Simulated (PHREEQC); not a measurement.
Make-up at 20 °C: 0.0034 mol/kgw H3BO3. Closed to the air; pH follows from the charge balance.

The numbers come from PHREEQC with the ion-association model, phreeqc.dat.

```json
[
 {"quantity": "pH", "before": "5.87", "after": "6.37"},
 {"quantity": "ionic strength (mol/kgw)", "before": "1.34e-6", "after": "4.30e-7"},
 {"quantity": "H2BO3- (mol/kgw)", "before": "1.33e-6", "after": "4.14e-7"}
]
```

Task: What was changed between the two runs?
A) H3BO3 from 0.0034 to 0.0017 mol/kgw
B) diluted 10-fold with water
C) H3BO3 replaced by Cu(BF4)2 at the same molality
D) 0.0035 mol/kgw KHF2 added
E) H3BO3 from 0.0034 to 0.00068 mol/kgw

Result: B, diluted 10-fold with water

This is a speciation only: nothing precipitates in the calculation.
